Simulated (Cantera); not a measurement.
A perfectly stirred reactor is fed with 20.0 % H2, 80.0 % O2, at 10.5 Torr; it is held at 1375 K, and followed from long to short residence time.

Model: GRI-Mech 3.0 (53 species, 325 reactions), integrated in Cantera. Radical loss at walls, strong at low pressure, is not modelled. The temperature is held fixed by assumption; the heat of reaction is taken as removed at once.

Q: Predict: x(H2) at τ = 11.0 s; x(O2) at τ = 11.0 s; x(HO2) at τ = 11.0 s; x(OH) at τ = 11.0 s; x(O) at τ = 11.0 s; x(H2) at τ = 19.0 ms; x(O2) at τ = 19.0 ms; x(HO2) at τ = 19.0 ms; x(OH) at τ = 19.0 ms; x(O) at τ = 19.0 ms.

A: 
```json
{
  "x(H2) at τ = 11.0 s": "0.000150",
  "x(O2) at τ = 11.0 s": "0.776",
  "x(HO2) at τ = 11.0 s": "1.05e-6",
  "x(OH) at τ = 11.0 s": "0.00201",
  "x(O) at τ = 11.0 s": "0.000943",
  "x(H2) at τ = 19.0 ms": "0.00701",
  "x(O2) at τ = 19.0 ms": "0.722",
  "x(HO2) at τ = 19.0 ms": "6.38e-6",
  "x(OH) at τ = 19.0 ms": "0.0135",
  "x(O) at τ = 19.0 ms": "0.0475"
}
```
